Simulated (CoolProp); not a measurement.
Oxygen along the isotherm 157.6 K: fugacity coefficient from the reference equation and from simpler models built on Tc = 154.6 K, pc = 5.046 MPa, ω = 0.022; each cubic takes its own stable root.

Values from CoolProp's reference Helmholtz-energy equation of state, Schmidt 1985.

| p (MPa) | phase | reference | van der Waals | Peng-Robinson |
|---|---|---|---|---|
| 0.0399 | gas | 0.9975 | 0.9978 | 0.9972 |
| 0.0908 | gas | 0.9944 | 0.9949 | 0.9935 |
| 0.207 | gas | 0.9871 | 0.9884 | 0.9853 |
| 0.47 | gas | 0.9709 | … | 0.9668 |
| 1.07 | gas | 0.9340 | 0.9402 | … |
| 2.44 | gas | 0.8509 | … | 0.8334 |
| 5.54 | supercritical | 0.6570 | 0.6784 | … |
| 12.6 | supercritical | 0.3709 | … | … |

Problem. Complete the blanks.

Solution. 
- 0.47, van der Waals: 0.9737
- 1.07, Peng-Robinson: 0.9252
- 2.44, van der Waals: 0.8640
- 5.54, Peng-Robinson: 0.6312
- 12.6, van der Waals: 0.4119
- 12.6, Peng-Robinson: 0.3565
